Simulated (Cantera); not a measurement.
A counterflow diffusion flame at 64000 Pa, nozzles 20 mm apart: fuel side CH4 : CO : N2 = 1 : 0.53 : 0.84 (molar parts) at 375 K, oxidiser side O2 : N2 = 0.27 : 0.73 (molar parts) at 448 K, fuel mass flux 0.93 times the oxidiser's; mixture-averaged transport, no radiation.

Cantera simulation using GRI-Mech 3.0 (53 species, 325 reactions); the numbers are that mechanism's predictions, not measurements. GRI-Mech 3.0 has no aromatics or soot, which form on the fuel side of real flames. The maximum strain rate includes the flame's own expansion and is several times the mean.

x: mole fraction; the columns are a selection and need not sum to one.

```json
[
 {"oxidiser flux (kg/m²/s)": "0.16", "max strain (1/s)": "[?]", "mean strain (1/s)": "31.8", "T max (K)": "2166", "peak x OH": "0.0108", "peak x H": "0.00579", "peak x NO": "0.000336", "peak x CO": "0.224", "peak x C2H2": "0.0101"},
 {"oxidiser flux (kg/m²/s)": "0.23", "max strain (1/s)": "[?]", "mean strain (1/s)": "45.7", "T max (K)": "2148", "peak x OH": "0.0107", "peak x H": "0.00610", "peak x NO": "0.000305", "peak x CO": "0.224", "peak x C2H2": "0.00972"},
 {"oxidiser flux (kg/m²/s)": "0.32", "max strain (1/s)": "[?]", "mean strain (1/s)": "63.6", "T max (K)": "2134", "peak x OH": "0.0107", "peak x H": "0.00641", "peak x NO": "0.000279", "peak x CO": "0.224", "peak x C2H2": "0.00949"},
 {"oxidiser flux (kg/m²/s)": "0.45", "max strain (1/s)": "[?]", "mean strain (1/s)": "89.4", "T max (K)": "2117", "peak x OH": "0.0105", "peak x H": "0.00669", "peak x NO": "0.000249", "peak x CO": "0.224", "peak x C2H2": "0.00914"},
 {"oxidiser flux (kg/m²/s)": "0.63", "max strain (1/s)": "[?]", "mean strain (1/s)": "125", "T max (K)": "2098", "peak x OH": "0.0103", "peak x H": "0.00693", "peak x NO": "0.000216", "peak x CO": "0.224", "peak x C2H2": "0.00870"},
 {"oxidiser flux (kg/m²/s)": "0.88", "max strain (1/s)": "[?]", "mean strain (1/s)": "175", "T max (K)": "2079", "peak x OH": "0.0100", "peak x H": "0.00713", "peak x NO": "0.000182", "peak x CO": "0.224", "peak x C2H2": "0.00817"},
 {"oxidiser flux (kg/m²/s)": "1.2", "max strain (1/s)": "[?]", "mean strain (1/s)": "238", "T max (K)": "2059", "peak x OH": "0.00970", "peak x H": "0.00726", "peak x NO": "0.000150", "peak x CO": "0.224", "peak x C2H2": "0.00757"},
 {"oxidiser flux (kg/m²/s)": "1.8", "max strain (1/s)": "[?]", "mean strain (1/s)": "358", "T max (K)": "2025", "peak x OH": "0.00905", "peak x H": "0.00721", "peak x NO": "0.000107", "peak x CO": "0.224", "peak x C2H2": "0.00647"},
 {"oxidiser flux (kg/m²/s)": "2.5", "max strain (1/s)": "[?]", "mean strain (1/s)": "497", "T max (K)": "1989", "peak x OH": "0.00830", "peak x H": "0.00693", "peak x NO": "7.23e-5", "peak x CO": "0.224", "peak x C2H2": "0.00527"},
 {"oxidiser flux (kg/m²/s)": "3.5", "max strain (1/s)": "[?]", "mean strain (1/s)": "695", "T max (K)": "1933", "peak x OH": "0.00709", "peak x H": "0.00615", "peak x NO": "3.81e-5", "peak x CO": "0.224", "peak x C2H2": "0.00361"}
]
```

**Question.** Some entries are withheld; supply them.

**Answer.** 
- 0.16, max strain (1/s): 167
- 0.23, max strain (1/s): 228
- 0.32, max strain (1/s): 306
- 0.45, max strain (1/s): 415
- 0.63, max strain (1/s): 563
- 0.88, max strain (1/s): 765
- 1.2, max strain (1/s): 1020
- 1.8, max strain (1/s): 1480
- 2.5, max strain (1/s): 2010
- 3.5, max strain (1/s): 2740
